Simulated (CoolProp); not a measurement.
Vapour-liquid equilibrium of benzene (1) + n-decane (2) at 452.1 K; x and y are mole fractions of (1).

Computed with CoolProp (multi-fluid Helmholtz-energy mixture model, Thol 2012 and Lemmon 2006; pair parameters Bell 2016).

```json
[
 {"x": "0.05", "bubble pressure, mixture model (MPa)": "0.1533", "bubble pressure, Raoult's law (MPa)": "0.1591", "y, mixture model": "0.275", "y, Raoult's law": "0.317"},
 {"x": "0.125", "bubble pressure, mixture model (MPa)": "0.2148", "bubble pressure, Raoult's law (MPa)": "0.2261", "y, mixture model": "?", "y, Raoult's law": "0.557"},
 {"x": "0.2", "bubble pressure, mixture model (MPa)": "0.2786", "bubble pressure, Raoult's law (MPa)": "0.2932", "y, mixture model": "0.645", "y, Raoult's law": "0.688"},
 {"x": "0.275", "bubble pressure, mixture model (MPa)": "0.3435", "bubble pressure, Raoult's law (MPa)": "0.3602", "y, mixture model": "0.732", "y, Raoult's law": "0.770"},
 {"x": "0.35", "bubble pressure, mixture model (MPa)": "0.4089", "bubble pressure, Raoult's law (MPa)": "0.4273", "y, mixture model": "0.792", "y, Raoult's law": "0.826"},
 {"x": "0.425", "bubble pressure, mixture model (MPa)": "0.4743", "bubble pressure, Raoult's law (MPa)": "0.4943", "y, mixture model": "0.836", "y, Raoult's law": "0.867"},
 {"x": "0.5", "bubble pressure, mixture model (MPa)": "?", "bubble pressure, Raoult's law (MPa)": "0.5614", "y, mixture model": "0.870", "y, Raoult's law": "0.898"},
 {"x": "0.575", "bubble pressure, mixture model (MPa)": "0.6056", "bubble pressure, Raoult's law (MPa)": "0.6284", "y, mixture model": "0.898", "y, Raoult's law": "0.923"},
 {"x": "0.65", "bubble pressure, mixture model (MPa)": "0.6722", "bubble pressure, Raoult's law (MPa)": "0.6955", "y, mixture model": "0.921", "y, Raoult's law": "0.942"},
 {"x": "0.725", "bubble pressure, mixture model (MPa)": "?", "bubble pressure, Raoult's law (MPa)": "0.7625", "y, mixture model": "0.941", "y, Raoult's law": "0.959"},
 {"x": "0.8", "bubble pressure, mixture model (MPa)": "?", "bubble pressure, Raoult's law (MPa)": "0.8296", "y, mixture model": "0.959", "y, Raoult's law": "0.972"},
 {"x": "0.875", "bubble pressure, mixture model (MPa)": "0.8823", "bubble pressure, Raoult's law (MPa)": "0.8966", "y, mixture model": "0.976", "y, Raoult's law": "0.984"},
 {"x": "0.95", "bubble pressure, mixture model (MPa)": "0.9572", "bubble pressure, Raoult's law (MPa)": "0.9637", "y, mixture model": "0.991", "y, Raoult's law": "0.994"}
]
```

Task: Fill in the missing entries.

Result: 
- 0.125, y, mixture model: 0.510
- 0.5, bubble pressure, mixture model (MPa): 0.5398
- 0.725, bubble pressure, mixture model (MPa): 0.7402
- 0.8, bubble pressure, mixture model (MPa): 0.8101

The largest gap from Raoult's law is -5.0 % in bubble pressure, at x = 0.125. No azeotrope shows between x = 0.05 and 0.95.

The pair parameters rest on a limited set of measurements; away from them the model extrapolates.
